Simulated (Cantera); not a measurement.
**Catalytic combustion on Pt**

An isothermal plug-flow reactor at 1075 K and 1.00 bar (inlet), inlet velocity 0.097 m/s, active area per volume 160 1/m; feed CH₄ : O₂ : N₂ = 0.0072 : 0.11 : 0.79 (molar parts).

Detailed kinetics in Cantera: Deutschmann's 1995 Pt surface mechanism with GRI-Mech 3.0 gas chemistry. Catalytic surfaces can have several steady states; this one follows from the mechanism file's or the stated starting coverage. Mass transfer to the wall is taken as infinitely fast.

```json
[
 {"z (m)": "9.2e-05", "x CH₄": "0.00776", "x O₂": "0.121", "x H₂O": "0.000350", "x CO₂": "0.000170", "x CO": "5.47e-6", "θ free Pt": "0.270", "θ O*": "0.730", "θ OH*": "0.000340"},
 {"z (m)": "0.00016", "x CH₄": "0.00763", "x O₂": "0.121", "x H₂O": "0.000604", "x CO₂": "0.000296", "x CO": "5.50e-6", "θ free Pt": "0.270", "θ O*": "0.730", "θ OH*": "0.000421"},
 {"z (m)": "0.00029", "x CH₄": "0.00740", "x O₂": "0.120", "x H₂O": "0.00108", "x CO₂": "0.000534", "x CO": "5.34e-6", "θ free Pt": "0.270", "θ O*": "0.730", "θ OH*": "0.000541"},
 {"z (m)": "0.00052", "x CH₄": "0.00699", "x O₂": "0.119", "x H₂O": "0.00189", "x CO₂": "0.000936", "x CO": "5.06e-6", "θ free Pt": "0.270", "θ O*": "0.729", "θ OH*": "0.000699"},
 {"z (m)": "0.00092", "x CH₄": "0.00633", "x O₂": "0.118", "x H₂O": "0.00319", "x CO₂": "0.00159", "x CO": "4.60e-6", "θ free Pt": "0.271", "θ O*": "0.729", "θ OH*": "0.000897"},
 {"z (m)": "0.0016", "x CH₄": "0.00534", "x O₂": "0.116", "x H₂O": "0.00514", "x CO₂": "0.00256", "x CO": "3.91e-6", "θ free Pt": "0.271", "θ O*": "0.728", "θ OH*": "0.00113"},
 {"z (m)": "0.0029", "x CH₄": "0.00384", "x O₂": "0.113", "x H₂O": "0.00810", "x CO₂": "0.00402", "x CO": "2.90e-6", "θ free Pt": "0.272", "θ O*": "0.726", "θ OH*": "0.00142"},
 {"z (m)": "0.0052", "x CH₄": "0.00207", "x O₂": "0.110", "x H₂O": "0.0115", "x CO₂": "0.00570", "x CO": "2.16e-6", "θ free Pt": "0.274", "θ O*": "0.725", "θ OH*": "0.00169"},
 {"z (m)": "0.0092", "x CH₄": "0.000639", "x O₂": "0.107", "x H₂O": "0.0144", "x CO₂": "0.00711", "x CO": "1.46e-6", "θ free Pt": "0.275", "θ O*": "0.724", "θ OH*": "0.00188"}
]
```
x: gas mole fraction; θ: surface coverage.
